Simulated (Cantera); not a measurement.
Gas mixture: N2O = 0.5 (molar parts), at 0.000620 bar, frozen composition.

Cantera's kinetic-theory transport with the Lennard-Jones parameters of GRI-Mech 3.0, ideal gas; thermal conductivity in the mixture-averaged form. The composition is frozen, though it would react at the higher temperatures.

One state of this run: ρ (kg/m³) = 0.000469; cp (J/kg/K) = 1150; μ (µPa s) = 30.8; λ (mW/m/K) = 47.9; Pr = 0.739; D (cm²/s) CO2 = 871; D (cm²/s) CH3 = 1290; D (cm²/s) OH = 1770. D: mixture-averaged diffusion coefficient of that species in the mixture.

Q: Which value of T (K) does it belong to?
A) 400
B) 1150
C) 850
D) 700

A: D, 700
